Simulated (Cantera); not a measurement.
Source: NASA polynomial tables (part measured, part estimated), evaluated in Cantera. Values are per mole of reaction as written; species without (g) are pure solids or liquids, kept so even where they would boil at 1 bar.

Q: Between 425 and 575 K, where is each reaction favourable under standard conditions?
- Ni3S4 + 8 H(g) = 3 Ni + 4 H2S(g)

A: 
- Ni3S4 + 8 H(g) = 3 Ni + 4 H2S(g): ΔG° is -1441 kJ at 425 K and -1403 kJ at 575 K; it stays negative (K > 1). ΔH° is -1557 kJ and ΔS° -269 J/K at 575 K.
